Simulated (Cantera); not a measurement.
## Si + Cl₂ + H₂ (chlorosilane synthesis and conversion)

A closed system holds: 1 mol Si, 2.1 mol Cl₂, 14 mol H₂, held at 1023 K and 0.133 bar.

Method: chemical equilibrium by Gibbs-energy minimisation in Cantera with the NASA 1993 tables (ideal gas, pure condensed phases). Candidate condensed phases: Si; 19 gas species. The tables' values for SiCl₃ are old estimates; treat these amounts as uncertain. Equilibrium is a limit: real reactors are often held back by kinetics, nucleation or transport.

The x(H₂) is 0.905, the x(SiCl₄) is 0.0511 and the x(HCl) is 0.0291. The x(SiHCl₃) is 0.0135, the x(SiCl₃) is 0.000900 and the x(SiH₂Cl₂) is 0.000393. The x(SiCl₂) is 0.000335 and the x(SiH₃Cl) comes out as 2.95e-6. The gas amount is 15.11 mol and the log10 activity of Si(s) (absent) comes out as -0.69.
